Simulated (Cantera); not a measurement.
**Thermodynamics of oxide etching and cleaning by halides, feed MgO + SiCl4 + O2**

A closed system holds: 1 mol MgO, 1.6 mol SiCl4, 0.11 mol O2, equilibrated at 800 °C.

These are equilibrium values from Cantera (NASA tables, ideal gas, pure condensed phases), not measurements of a reactor. Candidate condensed phases: Mg, MgCl2, MgO, MgSiO3, Mg2SiO4, Si, SiO2; 20 gas species. Mutual solubility and eutectic melting of coexisting phases are not modelled. Condensed phases not in the tables: alloys, solid solutions and most ternary compounds. Equilibrium is a limit: real reactors are often held back by kinetics, nucleation or transport.

From 1.00e-5 bar to 0.000750 bar the condensed part is SiO2(β-quartz). From 0.00320 bar to 1.00 bar the condensed part is MgCl2(l) + SiO2(β-quartz). The main Mg-bearing gas is MgCl2 throughout.

```
P (Pa)  log p SiCl4  log p MgCl2  log p Cl2  log p Cl  log p SiCl3  n SiO2(β-quartz)  n MgCl2(l)
------  -----------  -----------  ---------  --------  -----------  ----------------  ----------
1             -5.37        -5.36      -6.26     -6.10       -10.46             0.610           0
4.20          -4.74        -4.73      -5.50     -5.72       -10.20             0.610           0
18            -4.10        -4.09      -4.81     -5.37        -9.92             0.610           0
75            -3.48        -3.47      -4.16     -5.05        -9.62             0.610           0
320           -2.73        -3.04      -3.39     -4.67        -9.25             0.610       0.517
1300          -2.01        -3.04      -2.66     -4.30        -8.89             0.610       0.909
5600          -1.35        -3.04      -2.00     -3.97        -8.57             0.610       0.980
24000         -0.71        -3.04      -1.36     -3.65        -8.25             0.610       0.995
100000        -0.09        -3.04      -0.74     -3.34        -7.94             0.610       0.999
```
log p: log10 of the partial pressure in bar; n: condensed amount in mol.
